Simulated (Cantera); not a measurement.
Input: 1 mol Fe, 16 mol CO, 1.1 mol H₂, 0.035 mol O₂, at 6.45 Torr.

Equilibrium computed with Cantera from the NASA thermochemical tables; the gas is ideal and each condensed phase is pure. Candidate condensed phases: C, C₆H₆, C₇H₈, C₈H₁₈, Fe, Fe(CO)₅, FeO, Fe(OH)₂, Fe(OH)₃, Fe₂O₃, Fe₃O₄, H₂O; 114 gas species. Kinetics and transport are ignored.

Q: Which condensed phases are stable at each of these points (T (°C)): 1100, 1200, 1300, 1400, 1500, 1600, 1700, 1800?

A: 
| T (°C) | condensed phases | Fe condensed (%) |
|---|---|---|
| 1100 | Fe(γ) | 100.0 |
| 1200 | Fe(γ) | 100.0 |
| 1300 | Fe(γ) | 99.9 |
| 1400 | Fe(δ) | 99.2 |
| 1500 | Fe(δ) | 96.1 |
| 1600 | Fe(l) | 84.1 |
| 1700 | Fe(l) | 44.9 |
| 1800 | gas only | 0.0 |

From 1100 °C to 1300 °C the condensed part is Fe(γ). From 1400 °C to 1500 °C the condensed part is Fe(δ). From 1600 °C to 1700 °C the condensed part is Fe(l). At 1800 °C nothing is condensed.
